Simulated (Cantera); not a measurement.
Cantera run:

```python
import numpy as np
import cantera as ct

gas_names = """
    H HO2 H2 H2O H2O2 Hg O OH O2 O3
""".split()
cond_names = """
    H2O(s) H2O(L) Hg(cr) Hg(L) HgO(s)
""".split()


# ... load() reads the species with a 1 bar reference pressure and builds the phases ...
atoms = {
    'Hg': {'Hg': 1},
    'O2': {'O': 2},
    'H2': {'H': 2},
}
top_T = {}  # K; cautious upper limits of use, not melting points


# ... equilibrate(T, P, feed) seeds the gas with the atoms and calls Mixture.equilibrate('TP', solver="vcs", rtol=1e-11, max_steps=5000) ...
results = []
T = 798  # K
P = 10000  # Pa
for m in [0.24, 0.51, 1.1, 2.3, 4.9, 10, 22, 47]:
    feed = {'Hg': 1, 'O2': 0.025, 'H2': m}  # mol
    mix = equilibrate(T, P, feed)
    results.append((T, P, feed, dict(zip(mix.species_names, mix.species_moles))))
    x = sorted(zip(gas.X, gas.species_names), reverse=True)
    print(f"T = {T:g} K  P = {P:g} Pa  n(H2) = {m:g} mol  gas = {mix.phase_moles(0):.4g} mol")
    print("   x: " + "  ".join(f"{s} {v:.3e}" for v, s in x if v > 1e-06))
    print("   condensed (mol): " + ("  ".join(f"{mix.phase(i).name} {mix.phase_moles(i):.4g}"
          for i in range(1, mix.n_phases) if mix.phase_moles(i) > 1e-12) or "none"))
```

Output:

```
T = 798 K  P = 10000 Pa  n(H2) = 0.24 mol  gas = 1.24 mol
   x: Hg 8.065e-01  H2 1.532e-01  H2O 4.032e-02
   condensed (mol): none
T = 798 K  P = 10000 Pa  n(H2) = 0.51 mol  gas = 1.51 mol
   x: Hg 6.623e-01  H2 3.046e-01  H2O 3.311e-02
   condensed (mol): none
T = 798 K  P = 10000 Pa  n(H2) = 1.1 mol  gas = 2.1 mol
   x: H2 5.000e-01  Hg 4.762e-01  H2O 2.381e-02
   condensed (mol): none
T = 798 K  P = 10000 Pa  n(H2) = 2.3 mol  gas = 3.3 mol
   x: H2 6.818e-01  Hg 3.030e-01  H2O 1.515e-02
   condensed (mol): none
T = 798 K  P = 10000 Pa  n(H2) = 4.9 mol  gas = 5.9 mol
   x: H2 8.220e-01  Hg 1.695e-01  H2O 8.475e-03
   condensed (mol): none
T = 798 K  P = 10000 Pa  n(H2) = 10 mol  gas = 11 mol
   x: H2 9.045e-01  Hg 9.091e-02  H2O 4.545e-03
   condensed (mol): none
T = 798 K  P = 10000 Pa  n(H2) = 22 mol  gas = 23 mol
   x: H2 9.543e-01  Hg 4.348e-02  H2O 2.174e-03
   condensed (mol): none
T = 798 K  P = 10000 Pa  n(H2) = 47 mol  gas = 48 mol
   x: H2 9.781e-01  Hg 2.083e-02  H2O 1.042e-03
   condensed (mol): none
```

Cantera equilibrium calculation (NASA polynomials, part measured and part estimated; ideal gas, pure solids and liquids).
